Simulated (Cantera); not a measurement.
Input (Python, Cantera) and output of one run.

```python
import numpy as np
import cantera as ct

gas_names = """
    Cr CrN CrO CrO2 CrO3 H HNO HNO2 HNO3 HO2 H2 H2O H2O2 N NH NH2 NH3 NH2OH NO NO2 NO3 N2 N2H2 N2H4 N2O
    O OH O2 O3
""".split()
cond_names = """
    Cr(cr) Cr(L) CrN(s) Cr2N(s) Cr2O3(s) Cr2O3(L) H2O(s) H2O(L)
""".split()


def load(file, names, dense=False):
    # The tables refer to 1 bar. Condensed volumes are neglected.
    table = {s.name: s for s in ct.Species.list_from_file(file)}
    out = []
    for n in names:
        d = dict(table[n].input_data)
        d["thermo"] = dict(d["thermo"], **{"reference-pressure": 1e5})
        if dense:
            d["equation-of-state"] = {"model": "constant-volume", "density": "1e6 g/cm^3"}
        out.append(ct.Species.from_dict(d))
    return out


gas = ct.Solution(thermo="ideal-gas", species=load("nasa_gas.yaml", gas_names))
cond = {s.name: ct.Solution(thermo="fixed-stoichiometry", species=[s], name=s.name)
        for s in load("nasa_condensed.yaml", cond_names, dense=True)}
atoms = {
    'Cr2O3': {'Cr': 2, 'O': 3},
    'H2': {'H': 2},
    'N2': {'N': 2},
}
top_T = {'CrN(s)': 1900, 'Cr2N(s)': 1900}  # K; cautious upper limits of use, not melting points


def equilibrate(T, P, feed):
    n = {}
    for name, mol in feed.items():
        for a, k in atoms[name].items():
            n[a] = n.get(a, 0.0) + k * mol
    gas.TPX = T, P, n
    mass = sum(n.values()) * gas.mean_molecular_weight
    gas.equilibrate("TP")
    valid = [c for c in cond.values() if c.min_temp <= T <= top_T.get(c.name, c.max_temp)]
    mix = ct.Mixture([(gas, mass / gas.mean_molecular_weight)] + [(c, 0.0) for c in valid])
    mix.T, mix.P = T, P
    mix.equilibrate("TP", solver="vcs", rtol=1e-11, max_steps=5000)
    return mix


results = []
feed = {'Cr2O3': 1, 'H2': 3000, 'N2': 1.3}  # mol
T = 1998  # K
P = 10000  # Pa
mix = equilibrate(T, P, feed)
results.append((T, P, feed, dict(zip(mix.species_names, mix.species_moles))))
print(gas.report(threshold=1e-05))
for i in range(1, mix.n_phases):
    print(f"{mix.phase(i).name:16s} {mix.phase_moles(i):12.5e} mol")
```

It prints:

```
       temperature   1998 K
          pressure   10000 Pa
           density   0.0012468 kg/m^3
  mean mol. weight   2.0713 kg/kmol
   phase of matter   gas

                          1 kg             1 kmol
                     ---------------   ---------------
          enthalpy        2.6054e+07        5.3964e+07  J
   internal energy        1.8033e+07        3.7352e+07  J
           entropy        1.0039e+05        2.0793e+05  J/K
    Gibbs function       -1.7452e+08       -3.6148e+08  J
 heat capacity c_p             16479             34132  J/K
 heat capacity c_v             12465             25818  J/K

                      mass frac. Y      mole frac. X     chem. pot. / RT
                     ---------------   ---------------   ---------------
                Cr          0.016664         0.0006638           -9.3044
                 H         0.0024599         0.0050546           -10.894
                H2           0.96636           0.99285           -21.787
               H2O         0.0086577        0.00099542           -51.238
                N2         0.0058393        0.00043174           -36.988
     [  +24 minor]        1.9247e-05        9.9777e-07

Cr(cr)            0.00000e+00 mol
Cr2O3(s)          0.00000e+00 mol
```

Cantera equilibrium calculation (NASA polynomials, part measured and part estimated; ideal gas, pure solids and liquids).
